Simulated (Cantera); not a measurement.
What does this Cantera script print?

```python
import numpy as np
import cantera as ct

gas = ct.Solution("gri30.yaml")
gas.TPX = 650, 290000, {'CH4': 1, 'O2': 1.54, 'N2': 5.78}
flame = ct.FreeFlame(gas, width=0.019)
flame.set_refine_criteria(ratio=3, slope=0.08, curve=0.16)
flame.transport_model = "mixture-averaged"
flame.solve(loglevel=0, auto=True)
z, T = flame.grid, flame.T
thick = (T[-1] - T[0]) / np.gradient(T, z).max()
show = ['CH4', 'O2', 'NO', 'C2H', 'CH3', 'CO2']
print(f"laminar burning velocity  {flame.velocity[0] * 100:.3f} cm/s")
print(f"burnt temperature         {T[-1]:.1f} K")
print(f"thermal thickness         {thick * 1e3:.4f} mm")
print(f"grid points               {len(z)}")
z0 = z[flame.heat_release_rate.argmax()]
print(f"{'z/mm':>9s}{'T/K':>9s}{'u/(m/s)':>9s}" + "".join(f"{s:>11s}" for s in show))
rows = []
for k in (-3, -2, -1.5, -1, -0.5, -0.25, 0, 0.25, 0.5, 1, 2, 4, 8):
    zz = z0 + k * thick
    rows.append([k * thick, np.interp(zz, z, T), np.interp(zz, z, flame.velocity),
                 *(np.interp(zz, z, flame.X[gas.species_index(s)]) for s in show)])
    print(f"{rows[-1][0] * 1e3:9.3f}{rows[-1][1]:9.1f}{rows[-1][2]:9.3f}" + "".join(f"{x:11.3e}" for x in rows[-1][3:]))
```

Result:

```
laminar burning velocity  81.119 cm/s
burnt temperature         2308.7 K
thermal thickness         0.1684 mm
grid points               146
     z/mm      T/K  u/(m/s)        CH4         O2         NO        C2H        CH3        CO2
   -0.505    650.6    0.814  1.198e-01  1.845e-01  3.386e-09  5.122e-23  3.756e-08  7.922e-07
   -0.337    655.7    0.824  1.187e-01  1.834e-01  3.460e-08  4.540e-20  3.448e-07  1.099e-05
   -0.253    675.2    0.853  1.165e-01  1.813e-01  1.769e-07  7.227e-18  1.706e-06  7.175e-05
   -0.168    782.8    1.000  1.073e-01  1.718e-01  1.326e-06  1.365e-14  1.736e-05  6.750e-04
   -0.084   1226.6    1.598  7.205e-02  1.294e-01  9.836e-06  3.480e-10  5.222e-04  5.573e-03
   -0.042   1621.0    2.138  3.924e-02  8.512e-02  2.078e-05  5.236e-08  2.457e-03  1.280e-02
    0.000   1979.3    2.637  1.066e-02  3.828e-02  3.899e-05  1.355e-06  3.446e-03  2.361e-02
    0.042   2150.4    2.869  1.353e-03  1.249e-02  6.702e-05  2.158e-06  1.052e-03  3.424e-02
    0.084   2200.6    2.929  1.338e-04  4.053e-03  9.399e-05  6.108e-07  1.487e-04  4.172e-02
    0.168   2229.6    2.958  2.083e-06  1.003e-03  1.210e-04  2.133e-08  2.713e-06  4.798e-02
    0.337   2255.6    2.987  5.663e-09  4.706e-04  1.353e-04  9.538e-11  7.424e-09  4.992e-02
    0.674   2279.6    3.015  1.161e-11  2.324e-04  1.410e-04  1.581e-13  1.312e-11  5.001e-02
    1.347   2297.1    3.035  8.628e-13  9.751e-05  1.438e-04  1.312e-16  7.472e-13  4.994e-02
```

Detailed kinetics in Cantera: GRI-Mech 3.0 (53 species, 325 reactions). Burning velocities carry a grid error of a few per cent, more on coarse grids.
